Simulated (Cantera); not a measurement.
A perfectly stirred reactor is fed with NH3 : N2 = 1 : 4.2 (molar parts), at 0.490 bar; it is held at 2125 K, and followed from long to short residence time.

Model: the gas-phase N/H chemistry of the illustrative SiF4/NH3 mechanism in the Surface Chemkin manual (1991), integrated in Cantera. Walls and surfaces, which speed up NH3 decomposition in real reactors, are not modelled.

### Question
What does this change do: temperature 2125 to 1373 K?

### Answer
```csv
quantity,before,after
x(NH3) at τ = 4.80 s,0.000672,0.190
x(H2) at τ = 4.80 s,0.240,0.00308
x(NH2) at τ = 4.80 s,1.63e-5,8.81e-6
x(N) at τ = 4.80 s,2.09e-6,1.70e-10
x(N2H2) at τ = 4.80 s,3.80e-9,4.69e-8
x(NH3) at τ = 78.0 ms,0.0420,0.192
x(H2) at τ = 78.0 ms,0.189,2.10e-5
x(NH2) at τ = 78.0 ms,0.000272,5.55e-6
x(N) at τ = 78.0 ms,2.16e-6,1.31e-12
x(N2H2) at τ = 78.0 ms,3.34e-7,1.75e-8
```

### Question
What does this change do: temperature 2125 to 1598 K?

### Answer
```
quantity                  before    after
----------------------  --------  -------
x(NH3) at τ = 4.80 s    0.000672    0.138
x(H2) at τ = 4.80 s        0.240   0.0685
x(NH2) at τ = 4.80 s     1.63e-5  3.70e-5
x(N) at τ = 4.80 s       2.09e-6  1.36e-8
x(N2H2) at τ = 4.80 s    3.80e-9  8.90e-8
x(NH3) at τ = 78.0 ms     0.0420    0.191
x(H2) at τ = 78.0 ms       0.189  0.00177
x(NH2) at τ = 78.0 ms   0.000272  5.32e-5
x(N) at τ = 78.0 ms      2.16e-6  1.05e-9
x(N2H2) at τ = 78.0 ms   3.34e-7  1.49e-7
```
